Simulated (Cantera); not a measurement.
# Catalytic combustion on Pt

An isothermal plug-flow reactor at 798 K and 4.93 atm (inlet), inlet velocity 0.96 m/s, active area per volume 430 1/m; feed H₂ : O₂ : N₂ = 0.017 : 0.026 : 0.79 (molar parts), equivalence ratio 0.33.

Cantera simulation using Deutschmann's 1995 Pt surface mechanism with GRI-Mech 3.0 gas chemistry; the numbers are that mechanism's predictions, not measurements. Catalytic surfaces can have several steady states; this one follows from the mechanism file's or the stated starting coverage. Mass transfer to the wall is taken as infinitely fast.

| z (m) | x H₂ | x O₂ | x H₂O | θ free Pt | θ O* | θ OH* |
|---|---|---|---|---|---|---|
| 0.00022 | 0.00329 | 0.0228 | 0.0173 | 0.278 | 0.707 | 0.0147 |
| 0.00047 | 0.00157 | 0.0220 | 0.0190 | 0.140 | 0.849 | 0.0117 |
| 0.001 | 0.000706 | 0.0216 | 0.0199 | 0.0729 | 0.918 | 0.00887 |
| 0.0022 | 0.000256 | 0.0214 | 0.0204 | 0.0452 | 0.948 | 0.00714 |
| 0.0047 | 5.64e-5 | 0.0213 | 0.0206 | 0.0361 | 0.957 | 0.00644 |
| 0.01 | 3.32e-6 | 0.0212 | 0.0206 | 0.0340 | 0.960 | 0.00626 |
| 0.022 | 6.21e-9 | 0.0212 | 0.0206 | 0.0339 | 0.960 | 0.00625 |
x: gas mole fraction; θ: surface coverage.
